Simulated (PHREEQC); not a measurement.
Solution (25 °C): 0.073 mol HF, 0.26 mol NH4HF2, 3.4e-05 mol H2SO4 and 0.024 mol HBr per kg of water. Closed to the air; pH follows from the charge balance.

Computed with PHREEQC (ion-association model, phreeqc.dat).

This is a speciation only: nothing precipitates in the calculation.

Order these S species by the share of S that they hold, largest first: NH4SO4-, SO4-2, HSO4-.

SO4-2 (54 %), NH4SO4- (42 %), HSO4- (3.8 %)

The pH is 2.70 and the ionic strength 0.263 mol/kgw.
